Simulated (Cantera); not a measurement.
A Cantera script and its output.

```python
import numpy as np
import cantera as ct

gas = ct.Solution("gri30.yaml")
gas.TPX = 1850, 101325, {'CH4': 1, 'CO2': 0.31, 'H2': 0.44}
inlet = ct.Reservoir(gas, clone=True)

reactor = ct.IdealGasConstPressureReactor(gas, energy="off", clone=False)
exhaust = ct.Reservoir(gas, clone=True)
tau = [0.46, 0.18, 0.071, 0.028, 0.011, 0.0042, 0.0017, 0.00065][0]
for a, b in ((inlet, reactor), (reactor, exhaust)):
    ct.MassFlowController(a, b, mdot=lambda t: reactor.mass / tau)
net = ct.ReactorNet([reactor])
show = ['CH4', 'CO2', 'H2', 'O', 'CH2', 'H2O']

rows = []
print(f"{'tau/s':>10s}{'T/K':>9s}" + "".join(f"{s:>11s}" for s in show))
for tau in [0.46, 0.18, 0.071, 0.028, 0.011, 0.0042, 0.0017, 0.00065]:
    net.initial_time = 0.0
    net.advance(30 * tau)
    before = gas.X
    net.advance(40 * tau)
    drift = np.max(np.abs(gas.X - before) / (gas.X + 1e-9))
    rows.append([gas.T, *gas[show].X, drift])
    print(f"{tau:10.3e}{gas.T:9.1f}" + "".join(f"{x:11.3e}" for x in gas[show].X))
```

It prints:

```
     tau/s      T/K        CH4        CO2         H2          O        CH2        H2O
 4.600e-01   1850.0  2.062e-02  2.053e-03  6.503e-01  2.013e-10  2.375e-07  2.084e-02
 1.800e-01   1850.0  3.071e-02  4.121e-03  6.278e-01  3.597e-10  3.635e-07  3.866e-02
 7.100e-02   1850.0  4.643e-02  7.784e-03  5.980e-01  5.362e-10  5.402e-07  6.011e-02
 2.800e-02   1850.0  7.136e-02  1.508e-02  5.644e-01  6.740e-10  7.602e-07  7.763e-02
 1.100e-02   1850.0  1.115e-01  3.087e-02  5.307e-01  7.234e-10  1.006e-06  8.171e-02
 4.200e-03   1850.0  1.763e-01  6.176e-02  4.952e-01  6.592e-10  1.273e-06  6.624e-02
 1.700e-03   1850.0  2.608e-01  1.003e-01  4.528e-01  5.249e-10  1.542e-06  4.060e-02
 6.500e-04   1850.0  3.641e-01  1.362e-01  3.915e-01  3.859e-10  1.845e-06  1.809e-02
```

Detailed kinetics in Cantera: GRI-Mech 3.0 (53 species, 325 reactions). GRI-Mech 3.0 stops at C3 and has no aromatics, soot or wall deposition, so with more carbon than oxygen in the feed, carbon stays in small species such as C2H2 where larger ones or solid carbon would form.
